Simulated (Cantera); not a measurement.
**Stirred combustor or abatement burner**

A perfectly stirred reactor is fed with 5.52 % CO, 3.92 % H2, 5.25 % CH4, 17.9 % O2, 67.4 % N2, equivalence ratio 0.85, at 0.480 bar; it is adiabatic with a 598 K inlet, and is followed from long to short residence time, starting on the burning branch (τ in s: 0.21, 0.094, 0.041, 0.018, 0.0078, 0.0034, 0.0015, 0.00064, 0.00028, 0.00012, 5.3e-05, 2.3e-05).

Cantera simulation using GRI-Mech 3.0 (53 species, 325 reactions); the numbers are that mechanism's predictions, not measurements.

```tsv
τ (s)	T (K)	x CO	x H2	x CH4	x C2H4	x C2H	x C2H6
0.21	2284	0.0104	0.00263	9.69e-7	7.25e-12	<1e-12	<1e-12
0.094	2275	0.0113	0.00289	2.00e-6	2.85e-11	<1e-12	<1e-12
0.041	2253	0.0132	0.00344	4.00e-6	9.71e-11	1.25e-12	<1e-12
0.018	2212	0.0164	0.00444	7.50e-6	2.60e-10	3.06e-12	2.37e-12
0.0078	2149	0.0208	0.00596	1.38e-5	6.08e-10	6.17e-12	7.49e-12
0.0034	2069	0.0256	0.00784	2.59e-5	1.41e-9	1.17e-11	2.42e-11
0.0015	1977	0.0302	0.00983	5.04e-5	3.56e-9	2.32e-11	8.56e-11
0.00064	1874	0.0351	0.0118	0.000109	1.11e-8	5.24e-11	3.82e-10
0.00028	1768	0.0411	0.0134	0.000256	4.30e-8	1.32e-10	2.13e-9
0.00012	1653	0.0523	0.0150	0.000746	2.74e-7	4.20e-10	2.09e-8
5.3e-5	598	0.0552	0.0392	0.0525	<1e-12	<1e-12	<1e-12
2.3e-5	598	0.0552	0.0392	0.0525	<1e-12	<1e-12	<1e-12
```
x: mole fraction; the columns are a selection and need not sum to one.
